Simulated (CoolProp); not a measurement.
Aqueous potassium carbonate as a coolant, at 5 °C, 1 atm.

Values from CoolProp's Melinder's fits for secondary coolants.

```tsv
mass %	freezing point (°C)	cp (kJ/(kg K))	viscosity (mPa s)	conductivity (W/(m K))	Prandtl number
5	-1.6	3.890	1.66	0.569	11.4
7.9	-2.8	3.755	1.76	0.566	11.7
10.8	-4.0	3.636	1.88	0.563	12.2
13.7	-5.3	3.524	2.02	0.560	12.7
16.6	-6.7	3.414	2.19	0.557	13.4
19.5	-8.5	3.305	2.39	0.554	14.3
22.4	-10.5	3.196	2.65	0.552	15.3
25.3	-13.1	3.090	2.96	0.549	16.7
28.2	-16.3	2.991	3.37	0.546	18.5
31.1	-20.2	2.901	3.89	0.543	20.8
34	-24.9	2.822	4.56	0.540	23.9
36.9	-30.5	2.752	5.43	0.536	27.9
```
